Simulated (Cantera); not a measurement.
Input (Python, Cantera) and output of one run.

```python
import numpy as np
import cantera as ct

gas_names = """
    H HO2 H2 H2O H2O2 H2S H2SO4 O OH O2 O3 S SH SO SO2 SO3 S2 S2O S8
""".split()
cond_names = """
    H2O(s) H2O(L) H2SO4(L) S(cr1) S(cr2) S(L)
""".split()


# ... load() reads the species with a 1 bar reference pressure and builds the phases ...
atoms = {
    'S': {'S': 1},
    'H2O': {'H': 2, 'O': 1},
    'H2': {'H': 2},
}
top_T = {}  # K; cautious upper limits of use, not melting points


# ... equilibrate(T, P, feed) seeds the gas with the atoms and calls Mixture.equilibrate('TP', solver="vcs", rtol=1e-11, max_steps=5000) ...
results = []
feed = {'S': 1, 'H2O': 0.056, 'H2': 1.6}  # mol
T = 3073  # K
for P in [10, 200, 3900, 77000, 1500000, 30000000]:
    mix = equilibrate(T, P, feed)
    results.append((T, P, feed, dict(zip(mix.species_names, mix.species_moles))))
    x = sorted(zip(gas.X, gas.species_names), reverse=True)
    print(f"T = {T:g} K  P = {P:g} Pa  gas = {mix.phase_moles(0):.4g} mol")
    print("   x: " + "  ".join(f"{s} {v:.3e}" for v, s in x if v > 1e-06))
    print("   condensed (mol): " + ("  ".join(f"{mix.phase(i).name} {mix.phase_moles(i):.4g}"
          for i in range(1, mix.n_phases) if mix.phase_moles(i) > 1e-12) or "none"))
```

Result:

```
T = 3073 K  P = 10 Pa  gas = 4.36 mol
   x: H 7.565e-01  S 2.290e-01  O 1.268e-02  H2 1.481e-03  SO 1.180e-04  SH 9.425e-05  S2 5.402e-05  OH 4.088e-05
   condensed (mol): none
T = 3073 K  P = 200 Pa  gas = 4.228 mol
   x: H 7.261e-01  S 2.305e-01  H2 2.729e-02  O 1.052e-02  SO 1.971e-03  SH 1.821e-03  S2 1.094e-03  OH 6.510e-04  H2O 6.974e-05  O2 1.060e-05  H2S 3.575e-06  SO2 3.447e-06
   condensed (mol): none
T = 3073 K  P = 3900 Pa  gas = 3.372 mol
   x: H 4.818e-01  H2 2.343e-01  S 2.238e-01  SH 2.287e-02  S2 2.011e-02  SO 9.022e-03  H2O 2.823e-03  O 2.544e-03  OH 2.037e-03  H2S 5.812e-04  SO2 7.438e-05  O2 1.208e-05  S2O 8.388e-06
   condensed (mol): none
T = 3073 K  P = 77000 Pa  gas = 2.493 mol
   x: H2 5.208e-01  H 1.616e-01  S 1.106e-01  S2 9.708e-02  SH 7.492e-02  H2S 1.261e-02  H2O 1.201e-02  SO 8.544e-03  OH 1.309e-03  O 2.468e-04  SO2 1.349e-04  S2O 7.755e-05  O2 2.243e-06
   condensed (mol): none
T = 3073 K  P = 1.5e+06 Pa  gas = 2.153 mol
   x: H2 6.053e-01  S2 1.312e-01  SH 9.387e-02  H2S 7.517e-02  H 3.948e-02  S 2.914e-02  H2O 2.167e-02  SO 3.491e-03  OH 4.959e-04  S2O 1.625e-04  SO2 8.551e-05  O 1.965e-05
   condensed (mol): none
T = 3073 K  P = 3e+07 Pa  gas = 1.928 mol
   x: H2 5.382e-01  H2S 2.516e-01  S2 9.291e-02  SH 7.450e-02  H2O 2.772e-02  H 8.325e-03  S 5.484e-03  SO 9.453e-04  S2O 1.657e-04  OH 1.504e-04  SO2 3.332e-05  O 1.414e-06
   condensed (mol): none
```

These are equilibrium values from Cantera (NASA tables, ideal gas, pure condensed phases), not measurements of a reactor. The ideal-gas law is rough above about 30 bar.
